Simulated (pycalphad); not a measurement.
Effect of Si content in Cu-Si

CALPHAD calculation (pycalphad, COST 507 light-alloy database (1999)), 1 atm. These are 1990s assessments: newer ones move some temperatures and phases. Phase fractions are per mole of atoms.

| alloy | liquidus (K) | first solid | solidus (K) | phases at 930 K |
|---|---|---|---|---|
| Cu-1.6Si (at.%) | 1344 | FCC_A1 | 1324 | FCC_A1 1.00 |
| Cu-3.2Si (at.%) | ? | FCC_A1 | ? | FCC_A1 1.00 |
| Cu-9.6Si (at.%) | 1240 | FCC_A1 | 1159 | FCC_A1 1.00 |
| Cu-25.6Si (at.%) | 1128 | CU19SI6_ETA | 1074 | CU19SI6_ETA 0.98, DIAMOND_A4 0.02 |

**Question.** Some entries are withheld; supply them.

**Answer.** 
- Cu-3.2Si (at.%), liquidus (K): 1329
- Cu-3.2Si (at.%), solidus (K): 1292

Database names, with the compositions (at.%) that they take in these runs: CU19SI6_ETA: Cu 76 Si 24. FCC_A1 is fcc; DIAMOND_A4 is diamond (Si).
